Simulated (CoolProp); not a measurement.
Model: reference Helmholtz-energy equation of state, Lemmon 2006, in CoolProp. It is a short technical equation, of lower accuracy than the large ones.

**Question.** For C3F8 (R218), give the phase and the Joule-Thomson coefficient (K/MPa) at -46.05 °C and 0.0212 MPa.

**Answer.** 
- -46.05 °C and 0.0212 MPa: gas; Joule-Thomson coefficient 35.9
